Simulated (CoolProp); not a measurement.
Computed with CoolProp (reference Helmholtz-energy equation of state, Thol 2016).

Problem. Give the vapour pressure (MPa), liquid density (kg/m³), enthalpy of vaporisation (kJ/kg), vapour Z of saturated R1234ze(E) at 236.7 K.

Solution. 
| T (K) | p (MPa) | liquid density (kg/m³) | enthalpy of vaporisation (kJ/kg) | vapour Z |
|---|---|---|---|---|
| 236.7 | 0.0443 | 1340 | 205 | 0.977 |
